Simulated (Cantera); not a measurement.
An adiabatic, constant-pressure homogeneous reactor starts with CH4 : O2 : N2 : CO2 = 1 : 1.54 : 14.9 : 0.086 (molar parts), at 1500 K and 3750 Torr.

Cantera simulation using GRI-Mech 3.0 (53 species, 325 reactions); the numbers are that mechanism's predictions, not measurements.

One state of this run: T (K) = 2311; x CH4 = <1e-12; x O2 = 2.33e-5; x H = 0.000634; x NO = 0.000174; x HCN = 8.83e-9; x H2O2 = 4.49e-9; x C2H2 = <1e-12. x: mole fraction; the columns are a selection and need not sum to one.

**Question.** Which value of t (s) does it belong to?
A. 1.00e-6
B. 1.23
C. 0.0183
D. 6.71e-5

**Answer.** B, 1.23
